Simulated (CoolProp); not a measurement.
Saturation properties of octamethyltrisiloxane (MDM).

Values from CoolProp's reference Helmholtz-energy equation of state, Thol 2017.

| T (K) | p (MPa) | liquid density (kg/m³) | vapour density (kg/m³) | enthalpy of vaporisation (kJ/kg) | liquid cp (kJ/(kg K)) | surface tension (mN/m) |
|---|---|---|---|---|---|---|
| 374.4 | 0.02088 | 735.4 | 1.625 | 174.4 | 1.973 | 10.1 |
| 384.7 | 0.02997 | 723.8 | 2.286 | 170.2 | 2.000 | 9.32 |
| 395 | 0.04198 | 712.0 | 3.147 | 165.9 | 2.028 | 8.55 |
| 405.3 | 0.05754 | 700.0 | 4.249 | 161.6 | 2.056 | 7.79 |
| 415.6 | 0.07731 | 687.6 | 5.637 | 157.1 | 2.084 | 7.06 |
| 425.9 | 0.1020 | 674.8 | 7.366 | 152.4 | 2.113 | 6.36 |
| 436.2 | 0.1325 | 661.6 | 9.498 | 147.7 | 2.142 | 5.68 |
| 446.5 | 0.1695 | 647.9 | 12.10 | 142.7 | 2.173 | 5.02 |
| 456.7 | 0.2135 | 633.8 | 15.24 | 137.5 | 2.205 | 4.39 |
| 467 | 0.2663 | 618.9 | 19.06 | 132.0 | 2.238 | 3.79 |
| 477.3 | 0.3284 | 603.1 | 23.68 | 126.2 | 2.275 | 3.22 |
| 487.6 | 0.4008 | 586.4 | 29.28 | 119.9 | 2.315 | 2.67 |
| 497.9 | 0.4849 | 568.5 | 36.08 | 113.1 | 2.360 | 2.16 |
| 508.2 | 0.5816 | 549.0 | 44.44 | 105.7 | 2.414 | 1.69 |
| 518.5 | 0.6926 | 527.5 | 54.86 | 97.47 | 2.483 | 1.25 |

It boils at 425.6 K under 1 atm.

Surface tension comes from a separate correlation (Mulero 2014), older than this fluid's equation and unchecked against measurements.
